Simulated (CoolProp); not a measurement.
A simple Rankine cycle with toluene: condensing at 327.15 K, boiler at 0.496 MPa, turbine inlet 453 K, turbine efficiency 0.9, pump efficiency 0.6, no recuperator. Each further row changes one setting.

The numbers come from the reference Helmholtz-energy equation of state, Lemmon 2006 in CoolProp. It is a short technical equation, of lower accuracy than the large ones.

```json
[
 {"case": "as stated", "thermal efficiency (%)": "19.6", "net work (kJ/kg)": "111", "heat in (kJ/kg)": "565", "turbine exit temperature (K)": "371.0", "volume ratio over the turbine": "(withheld)"},
 {"case": "turbine inlet 473 K", "thermal efficiency (%)": "19.5", "net work (kJ/kg)": "(withheld)", "heat in (kJ/kg)": "602", "turbine exit temperature (K)": "391.8", "volume ratio over the turbine": "31.3"},
 {"case": "condensing temperature 319.15 K", "thermal efficiency (%)": "20.8", "net work (kJ/kg)": "121", "heat in (kJ/kg)": "579", "turbine exit temperature (K)": "363.8", "volume ratio over the turbine": "43.6"},
 {"case": "boiler pressure 0.347 MPa", "thermal efficiency (%)": "17.9", "net work (kJ/kg)": "102", "heat in (kJ/kg)": "571", "turbine exit temperature (K)": "380.9", "volume ratio over the turbine": "21.7"},
 {"case": "turbine efficiency 0.8", "thermal efficiency (%)": "17.4", "net work (kJ/kg)": "98.3", "heat in (kJ/kg)": "565", "turbine exit temperature (K)": "(withheld)", "volume ratio over the turbine": "(withheld)"}
]
```

**Question.** Complete the blanks.

**Answer.** 
- as stated, volume ratio over the turbine: 31.6
- turbine inlet 473 K, net work (kJ/kg): 117
- turbine efficiency 0.8, turbine exit temperature (K): 379.6
- turbine efficiency 0.8, volume ratio over the turbine: 32.3
